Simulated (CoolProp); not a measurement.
A Linde-Hampson liquefier for ethylene: isothermal reversible compression at 290 K from 1 atm to 30 MPa, throttling to 1 atm, return gas leaving the recuperator 0 K below the feed. Each further row changes one setting.

Computed with CoolProp (reference Helmholtz-energy equation of state, Smukala 2000).

```csv
case,liquid yield per pass,compression work (kJ/kg of gas)
as stated,0.508,373
high pressure 60 MPa,0.477,437
warm-end temperature 320 K,0.429,444
warm-end gap 5 K,0.503,373
```
